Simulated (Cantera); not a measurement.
Mixture: 5.29 % CH₄, 0.297 % C₂H₆, 9.69 % O₂, 84.7 % N₂, equivalence ratio 1.2, at 1000000 Pa, adiabatic and at constant volume. Ignition delay is the time to a rise of 400 K.

Detailed kinetics in Cantera: GRI-Mech 3.0 (53 species, 325 reactions).

Q: Predict: delay at 1125 K; delay at 1275 K; delay at 1425 K; delay at 1575 K; apparent activation energy between 1500 and 1650 K.

A: 
```
Item                                                    Result
--------------------------------------------------  ----------
delay at 1125 K                                        7.08 ms
delay at 1275 K                                        1.56 ms
delay at 1425 K                                       0.376 ms
delay at 1575 K                                        93.3 µs
apparent activation energy between 1500 and 1650 K  180 kJ/mol
```
